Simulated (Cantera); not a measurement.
An isothermal, constant-pressure homogeneous reactor starts with H₂ : O₂ : N₂ : H₂O = 0.13 : 1 : 0.71 : 0.1 (molar parts), equivalence ratio 0.065, at 1400 K and 0.0267 bar.

Model: the H2/O2 subset of GRI-Mech 3.0, which has no nitrogen chemistry, integrated in Cantera. Radical loss at walls, strong at low pressure, is not modelled. The temperature is held fixed by assumption; the heat of reaction is taken as removed at once.

x: mole fraction; the columns are a selection and need not sum to one.

| t (s) | x H₂ | x O₂ | x O | x H₂O | x H₂O₂ | x HO₂ |
|---|---|---|---|---|---|---|
| 1.00e-5 | 0.0670 | 0.515 | 3.48e-9 | 0.0515 | 4.78e-12 | 1.64e-8 |
| 2.61e-5 | 0.0670 | 0.515 | 1.93e-8 | 0.0515 | 3.22e-11 | 4.27e-8 |
| 6.81e-5 | 0.0670 | 0.515 | 1.20e-7 | 0.0515 | 2.12e-10 | 1.12e-7 |
| 0.000178 | 0.0670 | 0.515 | 2.22e-6 | 0.0516 | 1.34e-9 | 2.99e-7 |
| 0.000464 | 0.0616 | 0.512 | 0.00203 | 0.0553 | 2.67e-8 | 3.93e-6 |
| 0.00121 | 0.00356 | 0.470 | 0.0332 | 0.104 | 2.05e-7 | 5.04e-6 |
| 0.00316 | [?] | 0.474 | [?] | 0.106 | 2.02e-7 | 4.96e-6 |
| 0.00825 | 0.00219 | 0.481 | 0.0195 | 0.112 | 1.89e-7 | 4.65e-6 |
| 0.0215 | 0.000981 | 0.491 | 0.00845 | 0.117 | 1.46e-7 | 3.60e-6 |
| 0.0562 | 0.000243 | 0.496 | 0.00206 | 0.121 | 7.89e-8 | 1.74e-6 |
| 0.147 | [?] | 0.498 | [?] | 0.122 | [?] | [?] |
| 0.383 | 9.31e-6 | 0.498 | 7.88e-5 | 0.122 | 1.18e-8 | 1.45e-7 |
| 1.00 | 2.35e-6 | 0.499 | 2.00e-5 | 0.123 | 4.50e-9 | 6.94e-8 |

Q: Fill in the missing entries.

A: 
- 0.00316, x H₂: 0.00310
- 0.00316, x O: 0.0285
- 0.147, x H₂: 4.54e-5
- 0.147, x O: 0.000384
- 0.147, x H₂O₂: 3.20e-8
- 0.147, x HO₂: 5.12e-7
